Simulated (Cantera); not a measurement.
What does this Cantera script print?

```python
import numpy as np
import cantera as ct

gas_names = [...]  # 97 gases of nasa_gas.yaml made of Al, C, H, N
cond_names = """
    AL(cr) AL(L) ALN(s) C(gr) C6H6(L) C7H8(L) C8H18(L),n-octa
""".split()


# ... load() reads the species with a 1 bar reference pressure and builds the phases ...
atoms = {
    'Al(CH3)3': {'AL': 1, 'C': 3, 'H': 9},
    'N2': {'N': 2},
    'H2': {'H': 2},
}
top_T = {'ALN(s)': 2750, 'C(gr)': 4500}  # K; cautious upper limits of use, not melting points


# ... equilibrate(T, P, feed) seeds the gas with the atoms and calls Mixture.equilibrate('TP', solver="vcs", rtol=1e-11, max_steps=5000) ...
results = []
feed = {'Al(CH3)3': 1, 'N2': 20, 'H2': 4.7}  # mol
P = 13332.2  # Pa
for T in [1225, 1275, 1325, 1375, 1425, 1475, 1525, 1575, 1625, 1675, 1725, 1775, 1825, 1875]:
    mix = equilibrate(T, P, feed)
    results.append((T, P, feed, dict(zip(mix.species_names, mix.species_moles))))

top = {s: max(r[3][s] / sum(r[3][g] for g in gas_names) for r in results) for s in gas_names}
cols = sorted((s for s in top if top[s] > 0.0001), key=lambda s: -top[s])[:7]
seen = [c for c in cond_names if any(r[3].get(c, 0) > 1e-12 for r in results)]
print("log10 of partial pressures in bar; condensed amounts in mol")
print(f"{'T/K':>10s}" + "".join(f"{s[:9]:>10s}" for s in cols + seen))
for T, P, feed, n in results:
    ng = sum(n[g] for g in gas_names)
    print(f"{T:10.4g}" + "".join(f"{np.log10(max(n[s] / ng * P / 1e5, 1e-99)):10.3f}" for s in cols)
          + "".join(f"{n.get(c, 0):10.4g}" for c in seen))
```

Result:

```
log10 of partial pressures in bar; condensed amounts in mol
       T/K        N2        H2       HCN         H       HNC       CH4 C2H2,acet    ALN(s)     C(gr)
      1225    -1.043    -1.370    -5.216    -7.191    -7.464    -4.621    -8.159         1     2.994
      1275    -1.043    -1.370    -4.995    -6.817    -7.140    -4.772    -7.785         1     2.994
      1325    -1.043    -1.369    -4.790    -6.471    -6.842    -4.912    -7.440         1     2.994
      1375    -1.043    -1.369    -4.600    -6.150    -6.565    -5.042    -7.120         1     2.993
      1425    -1.043    -1.370    -4.424    -5.851    -6.308    -5.163    -6.822         1      2.99
      1475    -1.043    -1.370    -4.260    -5.572    -6.069    -5.276    -6.546         1     2.987
      1525    -1.043    -1.370    -4.107    -5.311    -5.845    -5.381    -6.287         1     2.982
      1575    -1.043    -1.370    -3.964    -5.066    -5.636    -5.480    -6.046         1     2.975
      1625    -1.043    -1.370    -3.830    -4.837    -5.440    -5.573    -5.819         1     2.966
      1675    -1.043    -1.370    -3.703    -4.620    -5.255    -5.660    -5.606         1     2.955
      1725    -1.044    -1.371    -3.585    -4.417    -5.082    -5.742    -5.406         1      2.94
      1775    -1.044    -1.371    -3.473    -4.224    -4.919    -5.820    -5.218    0.9999     2.922
      1825    -1.044    -1.372    -3.368    -4.042    -4.765    -5.894    -5.040    0.9996       2.9
      1875    -1.045    -1.373    -3.268    -3.870    -4.619    -5.964    -4.872    0.9987     2.873
```

Method: chemical equilibrium by Gibbs-energy minimisation in Cantera with the NASA 1993 tables (ideal gas, pure condensed phases). The feed counts by its element totals alone.
